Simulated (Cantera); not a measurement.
# Ignition delay

Mixture: 5.79 % CH₄, 2.55 % H₂, 16.9 % O₂, 74.7 % N₂, at 3600000 Pa, adiabatic and at constant volume. Ignition delay is the time to a rise of 400 K.

Model: GRI-Mech 3.0 (53 species, 325 reactions), integrated in Cantera. The pressure lies above the range GRI-Mech 3.0 was tuned for (to about 10 atm).

| T0 (K) | delay (ms) |
|---|---|
| 1100 | 1.15 |
| 1200 | 0.242 |
| 1300 | 0.0731 |
| 1400 | 0.0301 |
| 1500 | 0.0149 |
| 1600 | 0.00812 |
| 1700 | 0.00465 |

The apparent activation energy between 1500 and 1700 K comes out as 120 kJ/mol.
